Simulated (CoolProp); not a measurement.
A single-stage vapour-compression cycle with 1,2-dichloroethane: evaporating at 298.15 K (dew point), condensing at 328.15 K (bubble point), superheat 5 K, subcooling 5 K, compressor efficiency 0.7, no pressure losses. Each further row changes one setting.

Values from CoolProp's reference Helmholtz-energy equation of state, Thol 2015.

```csv
case,cooling COP,pressure ratio,discharge temperature (K),refrigerating effect (kJ/kg),volumetric capacity (kJ/m³)
as stated,6.61,3.60,361.3,326,135
evaporating temperature 303.15 K,8.16,2.85,355.9,330,170
condensing temperature 323.15 K,8.02,2.96,352.2,333,138
subcooling 10 K,6.74,3.60,361.3,333,138
superheat 15 K,6.56,3.60,372.5,334,134
compressor efficiency 0.6,5.67,3.60,370.5,326,135
```
